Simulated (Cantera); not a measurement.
An isothermal, constant-pressure homogeneous reactor starts with C₂H₆ : N₂ = 1 : 1.6 (molar parts), at 1348 K and 0.000276 atm. Integrator tolerance rtol = 1e-08.

Computed with Cantera and GRI-Mech 3.0 (53 species, 325 reactions). GRI-Mech 3.0 stops at C3 and has no aromatics, soot or wall deposition, so with more carbon than oxygen in the feed, carbon stays in small species such as C2H2 where larger ones or solid carbon would form. Radical loss at walls, strong at low pressure, is not modelled.

```tsv
quantity	before	after
x(C₂H₆) at 40.0 s	2.19e-6 (gas-phase equilibrium 1.20e-10)	3.47e-6 (gas-phase equilibrium 3.80e-10)
x(HCN) at 40.0 s	2.91e-8 (gas-phase equilibrium 0.0960)	4.45e-9 (gas-phase equilibrium 0.0561)
x(C₂H₂) at 40.0 s	0.150 (gas-phase equilibrium 0.169)	0.216 (gas-phase equilibrium 0.275)
x(C₂H₄) at 40.0 s	0.0351 (gas-phase equilibrium 3.15e-5)	0.0596 (gas-phase equilibrium 7.14e-5)
x(CH₄) at 40.0 s	0.143 (gas-phase equilibrium 0.000173)	0.231 (gas-phase equilibrium 0.000364)
x(H₂) at 40.0 s	0.263 (gas-phase equilibrium 0.435)	0.376 (gas-phase equilibrium 0.606)
```

Q: Which change was made?
A. temperature 1348 to 1975 K
B. N2 1.6 to 16 parts
C. temperature 1348 to 1925 K
D. N2 1.6 to 0.3 parts

A: D, N2 1.6 to 0.3 parts
